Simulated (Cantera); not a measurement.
An isothermal, constant-pressure homogeneous reactor starts with H₂ : O₂ : H₂O = 0.066 : 1 : 0.0032 (molar parts), equivalence ratio 0.033, at 1200 K and 2670 Pa.

Detailed kinetics in Cantera: the H2/O2 subset of GRI-Mech 3.0, which has no nitrogen chemistry. Radical loss at walls, strong at low pressure, is not modelled. The temperature is held fixed by assumption; the heat of reaction is taken as removed at once.

x: mole fraction; the columns are a selection and need not sum to one.

```tsv
t (s)	x H₂	x O₂	x O	x H₂O₂	x HO₂	x OH
5.00e-5	0.0617	0.935	3.63e-9	1.33e-12	5.32e-9	?
0.000142	0.0617	0.935	3.21e-8	1.08e-11	1.53e-8	?
0.000405	0.0617	0.935	2.27e-6	9.70e-11	6.16e-8	?
0.00115	0.0150	0.903	0.0223	6.31e-7	8.96e-6	?
0.00328	0.00109	0.900	0.0294	2.23e-7	8.09e-6	?
0.00932	0.000568	0.916	0.0148	2.27e-7	6.87e-6	?
0.0265	0.000150	0.929	0.00383	1.84e-7	4.08e-6	?
0.0754	2.38e-5	0.932	0.000613	9.85e-8	1.42e-6	?
0.215	3.61e-6	0.933	9.45e-5	3.85e-8	3.46e-7	?
0.611	6.66e-7	0.933	1.77e-5	1.32e-8	8.18e-8	?
1.74	1.53e-7	0.933	4.15e-6	4.39e-9	2.34e-8	?
4.94	4.19e-8	0.933	1.15e-6	1.49e-9	1.08e-8	?
14.1	1.34e-8	0.933	3.70e-7	5.48e-10	1.03e-8	?
40.0	6.27e-9	0.933	1.73e-7	2.84e-10	1.28e-8	?
```

**Question.** Some entries are withheld; supply them.

**Answer.** 
- 5.00e-5, x OH: 2.84e-9
- 0.000142, x OH: 2.17e-8
- 0.000405, x OH: 1.48e-6
- 0.00115, x OH: 0.00723
- 0.00328, x OH: 0.00376
- 0.00932, x OH: 0.00272
- 0.0265, x OH: 0.00140
- 0.0754, x OH: 0.000562
- 0.215, x OH: 0.000222
- 0.611, x OH: 9.62e-5
- 1.74, x OH: 4.65e-5
- 4.94, x OH: 2.45e-5
- 14.1, x OH: 1.39e-5
- 40.0, x OH: 9.49e-6
